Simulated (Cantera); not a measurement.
Feed: 1 mol SrCl2, 4.1 mol H2, 0.52 mol N2, equilibrated at 1.00 bar.

Cantera equilibrium calculation (NASA polynomials, part measured and part estimated; ideal gas, pure solids and liquids). Candidate condensed phases: NH4Cl, Sr, SrCl2; 15 gas species. Equilibrium is a limit: real reactors are often held back by kinetics, nucleation or transport.

Q: What share of the Sr ends up in condensed phases as a function of T (K), at 973, 1173, 1373, 1573, 1773, 1973, 2173?

A: 
```json
[
 {"T (K)": "973", "Sr condensed (%)": "100.0", "as": "SrCl2(s)"},
 {"T (K)": "1173", "Sr condensed (%)": "100.0", "as": "SrCl2(l)"},
 {"T (K)": "1373", "Sr condensed (%)": "100.0", "as": "SrCl2(l)"},
 {"T (K)": "1573", "Sr condensed (%)": "99.4", "as": "SrCl2(l)"},
 {"T (K)": "1773", "Sr condensed (%)": "93.1", "as": "SrCl2(l)"},
 {"T (K)": "1973", "Sr condensed (%)": "51.9", "as": "SrCl2(l)"},
 {"T (K)": "2173", "Sr condensed (%)": "0.0", "as": "-"}
]
```
